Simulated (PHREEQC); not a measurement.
Make-up at 50 °C: 6.8 mmol/kgw CaSO4, 1.8 mmol/kgw Na2SO4 and 1.1 mmol/kgw H4SiO4. Closed to the air; pH follows from the charge balance.

Computed with PHREEQC (ion-association model, phreeqc.dat).

No solid was allowed to form.

Q: Order these S species by the share of S that they hold, largest first: NaSO4-, SO4-2, CaSO4.

A: SO4-2 (76 %), CaSO4 (23 %), NaSO4- (0.84 %)

The pH is 6.30 and the ionic strength 0.0246 mol/kgw. The solution is supersaturated, for example in Quartz (slow to form), Chalcedony (slow to form), so a real one may precipitate; this is no full list. Constants without temperature data keep their 25 °C values here.
